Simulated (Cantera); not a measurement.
Predominance diagram of Mg at 625 K against the partial pressures of O2 and CO2 (log10, bar). Standard-state values (1 bar) from the NASA 1993 polynomials, evaluated with Cantera. Candidates: Mg(s), MgCO3(s), MgO(s). Only these pure phases compete in this equilibrium. 

```
log p(CO2) \ log p(O2)
        columns: -22, -20.4, -18.7, -17.1, -15.4, -13.8, -12.1, -10.5, -8.9, -7.2, -5.6, -3.9, -2.3, -0.6, 1
      0  A A A A A A A A A A A A A A A
   -2.2  B B B B B B B B B B B B B B B
   -4.4  B B B B B B B B B B B B B B B
   -6.5  B B B B B B B B B B B B B B B
   -8.7  B B B B B B B B B B B B B B B
  -10.9  B B B B B B B B B B B B B B B
  -13.1  B B B B B B B B B B B B B B B
  -15.3  B B B B B B B B B B B B B B B
  -17.5  B B B B B B B B B B B B B B B
  -19.6  B B B B B B B B B B B B B B B
  -21.8  B B B B B B B B B B B B B B B
    -24  B B B B B B B B B B B B B B B
```

A: MgCO3(s); B: MgO(s).
